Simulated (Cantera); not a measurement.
## FeS₂ + O₂ + CO₂ (roasting and sulfation)

A closed system holds: 1 mol FeS₂, a varied amount of O₂, 0.25 mol CO₂, held at 1000 K and 28000 Pa.

Method: chemical equilibrium by Gibbs-energy minimisation in Cantera with the NASA 1993 tables (ideal gas, pure condensed phases). Candidate condensed phases: C, Fe, Fe(CO)₅, FeO, FeS, FeSO₄, FeS₂, Fe₂O₃, Fe₂(SO₄)₃, Fe₃O₄, S; 25 gas species. FeS: taken at fixed stoichiometry. Gases not in the tables: S₃ to S₇. Kinetics and transport are ignored.

```csv
n(O₂) (mol),x SO₂,x S₂,x O₂,x CO₂,x SO₃,x S₂O,n FeS(s),n Fe₃O₄(s),n Fe₂O₃(s)
0.2,0.232,0.461,<1e-12,0.291,5.19e-9,0.0114,1.00,0,0
0.27,0.302,0.403,<1e-12,0.280,7.94e-9,0.0118,1.00,0,0
0.35,0.375,0.342,<1e-12,0.269,1.15e-8,0.0116,1.00,0,0
0.46,0.466,0.267,<1e-12,0.254,1.69e-8,0.0108,1.00,0,0
0.61,0.576,0.178,<1e-12,0.236,2.57e-8,0.00881,1.00,0,0
0.8,0.694,0.0827,<1e-12,0.217,4.12e-8,0.00544,1.00,0,0
1,0.773,0.0257,<1e-12,0.199,6.48e-8,0.00239,0.958,0.0139,0
1.4,0.804,0.0266,<1e-12,0.167,6.83e-8,0.00250,0.709,0.0971,0
1.8,0.826,0.0271,<1e-12,0.143,7.08e-8,0.00258,0.459,0.180,0
2.4,0.851,0.0278,<1e-12,0.119,7.34e-8,0.00266,0.0847,0.305,0
3.1,0.669,<1e-12,0.0644,0.104,0.162,<1e-12,0,0,0.500
4.1,0.402,<1e-12,0.308,0.0768,0.213,<1e-12,0,0,0.500
```
x: gas mole fraction; n: condensed amount in mol.

From 0.2 mol O₂ to 0.8 mol O₂ the condensed part is FeS(s). From 1 mol O₂ to 2.4 mol O₂ the condensed part is FeS(s) + Fe₃O₄(s). From 3.1 mol O₂ to 4.1 mol O₂ the condensed part is Fe₂O₃(s).
